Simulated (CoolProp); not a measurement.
Saturation properties of fluoroethane (R161).

Model: reference Helmholtz-energy equation of state, Wu 2012, in CoolProp.

```csv
T (K),p (kPa),liquid density (kg/m³),liquid cp (kJ/(kg K)),vapour Z,surface tension (mN/m)
203,17.11,862.1,1.919,0.9914,22.7
211.4,28.76,851.0,1.919,0.9870,21.5
219.8,46.17,839.7,1.928,0.9812,20.2
228.3,71.58,828.0,1.944,0.9738,19.0
236.7,106.6,816.2,1.966,0.9648,17.8
245.1,153.8,803.9,1.995,0.9538,16.6
253.6,216.9,791.1,2.029,0.9407,15.4
262,297.2,777.8,2.068,0.9257,14.2
270.5,399.8,763.6,2.113,0.9083,13.1
278.9,525.7,748.8,2.162,0.8888,11.9
287.3,679.3,733.1,2.216,0.8669,10.7
295.8,866.6,716.0,2.277,0.8422,9.60
304.2,1087,697.8,2.344,0.8151,8.48
312.6,1346,678.1,2.421,0.7851,7.38
321.1,1651,656.3,2.513,0.7515,6.27
```

It boils at 235.6 K under 1 atm.

Surface tension comes from a separate correlation (Mulero 2012).
